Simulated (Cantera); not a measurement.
# Fe(CO)₅ + H₂ (iron carbonyl, mercury and lead vapours)

Feed: 1 mol Fe(CO)₅, 7.4 mol H₂, at 27.0 Torr.

Method: chemical equilibrium by Gibbs-energy minimisation in Cantera with the NASA 1993 tables (ideal gas, pure condensed phases). Candidate condensed phases: C, C₆H₆, C₇H₈, C₈H₁₈, Fe, Fe(CO)₅, FeO, Fe(OH)₂, Fe(OH)₃, Fe₂O₃, Fe₃O₄, H₂O; 114 gas species. Condensed phases not in the tables: cementite and carbon dissolved in iron. Kinetics and transport are ignored.

```tsv
T (°C)	x H₂	x CO	x CO₂	x H₂O	x CH₄	x H	x Fe	n C(graphite)	n Fe(α)	n Fe(γ)
575	0.605	0.278	0.0636	0.0447	0.00844	7.80e-11	<1e-12	1.11	1.00	0
675	0.596	0.384	0.00932	0.00799	0.00219	2.13e-9	<1e-12	0.184	1.00	0
775	0.596	0.401	0.00128	0.00161	0.000746	3.14e-8	3.90e-12	0.0265	1.00	0
875	0.596	0.403	0.000238	0.000416	0.000305	2.92e-7	2.22e-10	0.00432	1.00	0
975	0.597	0.403	5.78e-5	0.000133	0.000143	1.90e-6	6.47e-9	0.000592	0	1.00
1075	0.597	0.403	1.85e-5	5.35e-5	7.06e-5	9.42e-6	1.13e-7	0	0	1.000
1175	0.597	0.403	8.10e-6	2.84e-5	3.30e-5	3.75e-5	1.32e-6	0	0	1.000
1275	0.597	0.403	4.35e-6	1.79e-5	1.56e-5	0.000125	1.12e-5	0	0	1.000
1375	0.596	0.403	2.86e-6	1.36e-5	7.12e-6	0.000362	7.25e-5	0	0	0.999
```
x: gas mole fraction; n: condensed amount in mol.

From 575 °C to 875 °C the condensed part is C(graphite) + Fe(α). At 975 °C the condensed part is C(graphite) + Fe(γ). From 1075 °C to 1375 °C the condensed part is Fe(γ).
